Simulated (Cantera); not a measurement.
A perfectly stirred reactor is fed with C2H6 : N2 = 1 : 78 (molar parts), at 0.217 atm; it is held at 1950 K, and followed from long to short residence time.

Detailed kinetics in Cantera: GRI-Mech 3.0 (53 species, 325 reactions). GRI-Mech 3.0 stops at C3 and has no aromatics, soot or wall deposition, so with more carbon than oxygen in the feed, carbon stays in small species such as C2H2 where larger ones or solid carbon would form.

**Question.** What does this change do: temperature 1950 to 1173 K?

**Answer.** 
```tsv
quantity	before	after
x(C2H6) at τ = 3.80 s	5.46e-8	0.000349
x(H) at τ = 3.80 s	0.000395	1.31e-6
x(CH2) at τ = 3.80 s	5.47e-7	7.02e-11
x(CH3) at τ = 3.80 s	2.77e-5	2.18e-6
x(HCN) at τ = 3.80 s	0.00351	1.10e-10
x(C2H6) at τ = 0.130 s	1.54e-6	0.00485
x(H) at τ = 0.130 s	0.000456	1.71e-6
x(CH2) at τ = 0.130 s	3.25e-6	7.13e-10
x(CH3) at τ = 0.130 s	0.000154	9.66e-6
x(HCN) at τ = 0.130 s	0.00103	1.29e-10
```
